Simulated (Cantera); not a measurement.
Charge: 1 mol MgO, a varied amount of H₂, equilibrated at 2598 K and 0.0900 Torr.

Method: chemical equilibrium by Gibbs-energy minimisation in Cantera with the NASA 1993 tables (ideal gas, pure condensed phases). Candidate condensed phases: H₂O, Mg, MgO, Mg(OH)₂; 15 gas species. The numbers say what is thermodynamically allowed, not how fast it happens.

At 6.1 mol H₂, list the 4 most abundant gas species with their mole fractions, and the condensed phases.

H 0.798, Mg 0.0749, O 0.0645, H₂ 0.0528. Condensed: gas only.
